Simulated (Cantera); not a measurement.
A Cantera script and what it prints.

```python
import numpy as np
import cantera as ct

gas_names = """
    Cr CrO CrO2 CrO3 H HO2 H2 H2O H2O2 O OH O2 O3
""".split()
cond_names = """
    Cr(cr) Cr(L) Cr2O3(s) Cr2O3(L) H2O(s) H2O(L)
""".split()


# ... load() reads the species with a 1 bar reference pressure and builds the phases ...
atoms = {
    'Cr2O3': {'Cr': 2, 'O': 3},
    'H2': {'H': 2},
}
top_T = {}  # K; cautious upper limits of use, not melting points


# ... equilibrate(T, P, feed) seeds the gas with the atoms and calls Mixture.equilibrate('TP', solver="vcs", rtol=1e-11, max_steps=5000) ...
results = []
feed = {'Cr2O3': 1, 'H2': 410}  # mol
T = 925  # K
P = 100000  # Pa
mix = equilibrate(T, P, feed)
results.append((T, P, feed, dict(zip(mix.species_names, mix.species_moles))))
x = sorted(zip(gas.X, gas.species_names), reverse=True)
print(f"T = {T:g} K  P = {P:g} Pa  gas = {mix.phase_moles(0):.4g} mol")
print("   x: " + "  ".join(f"{s} {v:.3e}" for v, s in x if v > 0.0001))
print("   condensed (mol): " + ("  ".join(f"{mix.phase(i).name} {mix.phase_moles(i):.4g}"
      for i in range(1, mix.n_phases) if mix.phase_moles(i) > 1e-12) or "none"))
```

It prints:

```
T = 925 K  P = 100000 Pa  gas = 410 mol
   x: H2 1.000e+00
   condensed (mol): Cr(cr) 0.0006526  Cr2O3(s) 0.9997
```

Equilibrium computed with Cantera from the NASA thermochemical tables; the gas is ideal and each condensed phase is pure.
